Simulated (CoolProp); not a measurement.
Vapour-liquid equilibrium of ethane (1) + n-perfluorobutane (2) at 215 kPa; x and y are mole fractions of (1).

Values from CoolProp's multi-fluid Helmholtz-energy mixture model, Bücker 2006 and Gao 2022; pair parameters Bell 2016.

Problem. Give the bubble temperature and the first vapour's composition at x = 0.35, 0.575, 0.8. Is there an azeotrope?

Solution. x = 0.35: 207.0 K, y = 0.989; x = 0.575: 204.6 K, y = 0.991; x = 0.8: 203.2 K, y = 0.993. No azeotrope shows between x = 0.05 and 0.95.

Pair parameters are fitted to limited data, so mixtures are less certain than the pure fluids. With so large a gap from Raoult's law the liquid may split in two, which this calculation doesn't test in full.
